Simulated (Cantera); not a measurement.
Feed: 1 mol FeS₂, 3 mol SO₂, 1.1 mol H₂O, equilibrated at 1073.15 K and 10.0 Torr.

Cantera equilibrium calculation (NASA polynomials, part measured and part estimated; ideal gas, pure solids and liquids). Candidate condensed phases: Fe, FeO, Fe(OH)₂, Fe(OH)₃, FeS, FeSO₄, FeS₂, Fe₂O₃, Fe₂(SO₄)₃, Fe₃O₄, H₂O, H₂SO₄, S; 22 gas species. FeS: taken at fixed stoichiometry. Gases not in the tables: S₃ to S₇. Kinetics and transport are ignored.

Base state: SO₂ 0.656, H₂O 0.231, S₂ 0.102, H₂S 0.00591, S₂O 0.00280, H₂ 0.00247, SO 0.000240, SH 2.39e-5 (mole fractions); condensed: FeS(s).

Problem. What changes in the equilibrium state with this change: temperature from 1073.15 K to 1948 K?

Solution. 
| species | before | after |
|---|---|---|
| SO₂ | 0.656 | 0.472 |
| S₂ | 0.102 | 0.187 |
| H₂O | 0.231 | 0.140 |
| SO | 0.000240 | 0.107 |
| H₂ | 0.00247 | 0.0669 |
| Fe | <1e-9 | 0.00333 |
| H | 6.05e-9 | 0.00253 |
| OH | 2.12e-9 | 0.000481 |
| FeS(s), mol | 1.00 | 0 |
| FeO(l), mol | 0 | 0.982 |
The tables' stoichiometric FeO is somewhat more stable than real wüstite, so its field is too wide. FeO: taken at fixed stoichiometry.

Problem. What changes in the equilibrium state with this change: 1.8 mol CO₂ added?

Solution. 
| species | before | after |
|---|---|---|
| SO₂ | 0.656 | 0.472 |
| CO₂ | 0 | 0.278 |
| H₂O | 0.231 | 0.166 |
| S₂ | 0.102 | 0.0724 |
| CO | 0 | 0.00297 |
| COS | 0 | 0.000190 |
| H₂S | 0.00591 | 0.00388 |
| S₂O | 0.00280 | 0.00184 |
| FeS(s), mol | 1.00 | 1.00 |
Further candidate phases: C, C₆H₆, C₇H₈, C₈H₁₈, Fe(CO)₅.
